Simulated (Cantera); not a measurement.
# Adiabatic ignition

An adiabatic, constant-pressure homogeneous reactor starts with C3H8 : O2 : N2 = 1 : 8.06 : 96.8 (molar parts), equivalence ratio 0.62, at 1100 K and 9750 Torr.

Model: GRI-Mech 3.0 (53 species, 325 reactions), integrated in Cantera. GRI-Mech 3.0 was tuned for natural gas; its chemistry of propane as a main component is partial and can be far from experiment. The pressure lies above the range GRI-Mech 3.0 was tuned for (to about 10 atm).

```json
[
 {"t (s)": "2.00e-6", "T (K)": "1100", "x C3H8": "0.00945", "x O2": "0.0761", "x C2H6": "<1e-12", "x NO": "<1e-12", "x O": "2.35e-12", "x HCN": "<1e-12"},
 {"t (s)": "5.97e-6", "T (K)": "1100", "x C3H8": "0.00945", "x O2": "0.0761", "x C2H6": "1.01e-12", "x NO": "<1e-12", "x O": "3.20e-12", "x HCN": "<1e-12"},
 {"t (s)": "1.78e-5", "T (K)": "1100", "x C3H8": "0.00945", "x O2": "0.0761", "x C2H6": "2.82e-11", "x NO": "<1e-12", "x O": "5.51e-12", "x HCN": "<1e-12"},
 {"t (s)": "5.32e-5", "T (K)": "1100", "x C3H8": "0.00945", "x O2": "0.0761", "x C2H6": "8.27e-10", "x NO": "<1e-12", "x O": "1.39e-11", "x HCN": "<1e-12"},
 {"t (s)": "0.000159", "T (K)": "1100", "x C3H8": "0.00945", "x O2": "0.0761", "x C2H6": "2.83e-8", "x NO": "<1e-12", "x O": "5.09e-11", "x HCN": "<1e-12"},
 {"t (s)": "0.000475", "T (K)": "1100", "x C3H8": "0.00944", "x O2": "0.0761", "x C2H6": "8.37e-7", "x NO": "<1e-12", "x O": "1.52e-10", "x HCN": "<1e-12"},
 {"t (s)": "0.00142", "T (K)": "1100", "x C3H8": "0.00941", "x O2": "0.0761", "x C2H6": "5.91e-6", "x NO": "<1e-12", "x O": "1.82e-10", "x HCN": "<1e-12"},
 {"t (s)": "0.00423", "T (K)": "1100", "x C3H8": "0.00929", "x O2": "0.0761", "x C2H6": "2.37e-5", "x NO": "<1e-12", "x O": "2.56e-10", "x HCN": "<1e-12"},
 {"t (s)": "0.0126", "T (K)": "1102", "x C3H8": "0.00861", "x O2": "0.0757", "x C2H6": "0.000120", "x NO": "<1e-12", "x O": "1.19e-9", "x HCN": "<1e-12"},
 {"t (s)": "0.0377", "T (K)": "1640", "x C3H8": "<1e-12", "x O2": "0.0286", "x C2H6": "<1e-12", "x NO": "9.36e-7", "x O": "1.09e-6", "x HCN": "<1e-12"},
 {"t (s)": "0.113", "T (K)": "1640", "x C3H8": "<1e-12", "x O2": "0.0286", "x C2H6": "<1e-12", "x NO": "1.16e-6", "x O": "1.09e-6", "x HCN": "<1e-12"},
 {"t (s)": "0.336", "T (K)": "1640", "x C3H8": "<1e-12", "x O2": "0.0286", "x C2H6": "<1e-12", "x NO": "1.82e-6", "x O": "1.09e-6", "x HCN": "<1e-12"},
 {"t (s)": "1.00", "T (K)": "1640", "x C3H8": "<1e-12", "x O2": "0.0286", "x C2H6": "<1e-12", "x NO": "3.79e-6", "x O": "1.09e-6", "x HCN": "<1e-12"},
 {"t (s)": "3.00", "T (K)": "1640", "x C3H8": "<1e-12", "x O2": "0.0286", "x C2H6": "<1e-12", "x NO": "9.66e-6", "x O": "1.09e-6", "x HCN": "<1e-12"}
]
```
x: mole fraction; the columns are a selection and need not sum to one.

The time of steepest temperature rise is 17.5 ms and the temperature at 3.00 s is 1640 K. The equilibrium temperature is 1638 K. The x(C3H8) at 3.00 s is <1e-12 (gas-phase equilibrium <1e-12) and the x(O2) at 3.00 s is 0.0286 (gas-phase equilibrium 0.0282). The x(C2H6) at 3.00 s is <1e-12 (gas-phase equilibrium <1e-12).
